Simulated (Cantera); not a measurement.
A perfectly stirred reactor is fed with CH4 : H2O = 1 : 2.9 (molar parts), at 1.50 bar; it is held at 1498 K, and followed from long to short residence time.

Detailed kinetics in Cantera: GRI-Mech 3.0 (53 species, 325 reactions).

Task: Predict: x(CH4) at τ = 0.830 s; x(H2O) at τ = 0.830 s; x(CH3) at τ = 0.830 s; x(C2H6) at τ = 0.830 s; x(C2H) at τ = 0.830 s; x(CH4) at τ = 43.0 ms; x(H2O) at τ = 43.0 ms; x(CH3) at τ = 43.0 ms; x(C2H6) at τ = 43.0 ms.

Result: 
```
Quantity                   Value
----------------------  --------
x(CH4) at τ = 0.830 s      0.114
x(H2O) at τ = 0.830 s      0.623
x(CH3) at τ = 0.830 s    5.87e-5
x(C2H6) at τ = 0.830 s   9.64e-5
x(C2H) at τ = 0.830 s    1.93e-9
x(CH4) at τ = 43.0 ms      0.222
x(H2O) at τ = 43.0 ms      0.725
x(CH3) at τ = 43.0 ms   0.000137
x(C2H6) at τ = 43.0 ms  0.000602
```
